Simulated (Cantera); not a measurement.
Input: 1 mol CsCl, 0.11 mol O2, 48 mol N2, held at 1252 °C and 2.60 Pa.

Method: chemical equilibrium by Gibbs-energy minimisation in Cantera with the NASA 1993 tables (ideal gas, pure condensed phases). Candidate condensed phases: Cs, CsCl; 18 gas species. The numbers say what is thermodynamically allowed, not how fast it happens.

Base state: N2 0.977, CsCl 0.0202, O2 0.00214, Cl 0.000190, Cs 0.000190, NO 0.000155, O 5.13e-5 (mole fractions); condensed: gas only.

Question: What changes in the equilibrium state with this change: temperature from 1252 °C to 1777 °C?

Answer: 
```
species    before     after
-------  --------  --------
N2          0.977     0.965
Cl       0.000190    0.0112
Cs       0.000190    0.0112
CsCl       0.0202   0.00886
O         5.13e-5   0.00341
O2        0.00214  0.000319
```
